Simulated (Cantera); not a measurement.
Feed: 1 mol SiH4, 0.21 mol H2O, 1.8 mol H2, held at 1330 Pa.

Method: chemical equilibrium by Gibbs-energy minimisation in Cantera with the NASA 1993 tables (ideal gas, pure condensed phases). Candidate condensed phases: H2O, Si, SiO2; 18 gas species. Mutual solubility and eutectic melting of coexisting phases are not modelled. The tables hold silica as quartz up to 1696 K and as liquid above; real silica turns to tridymite and cristobalite and melts near 1996 K. Rates play no part.

x: gas mole fraction; n: condensed amount in mol.

```tsv
T (K)	x H2	x SiO	x H	x H2O	x SiH4	x SiH2	n Si(s)	n SiO2(α-quartz)	n SiO2(β-quartz)
698	1.00	<1e-12	<1e-12	<1e-12	1.59e-9	<1e-12	0.895	0.105	0
748	1.00	<1e-12	(withheld)	<1e-12	2.11e-9	<1e-12	0.895	0.105	0
798	1.00	<1e-12	(withheld)	1.84e-12	2.69e-9	<1e-12	0.895	0.105	0
848	1.00	2.15e-11	(withheld)	1.16e-11	3.33e-9	<1e-12	0.895	0	0.105
898	1.00	3.37e-10	(withheld)	5.89e-11	4.00e-9	3.45e-12	0.895	0	0.105
948	1.00	3.94e-9	(withheld)	2.52e-10	4.71e-9	1.90e-11	0.895	0	0.105
998	1.00	3.59e-8	(withheld)	9.27e-10	5.46e-9	8.84e-11	0.895	0	0.105
1048	1.00	2.64e-7	(withheld)	3.01e-9	6.22e-9	3.55e-10	0.895	0	0.105
1098	1.000	1.61e-6	(withheld)	8.73e-9	7.01e-9	1.25e-9	0.895	0	0.105
1148	1.000	8.40e-6	(withheld)	2.31e-8	7.81e-9	3.97e-9	0.895	0	0.105
```

Problem. Some entries are withheld; supply them.

Solution. 
- 748, x H: 2.49e-12
- 798, x H: 2.31e-11
- 848, x H: 1.65e-10
- 898, x H: 9.48e-10
- 948, x H: 4.54e-9
- 998, x H: 1.86e-8
- 1048, x H: 6.69e-8
- 1098, x H: 2.14e-7
- 1148, x H: 6.20e-7
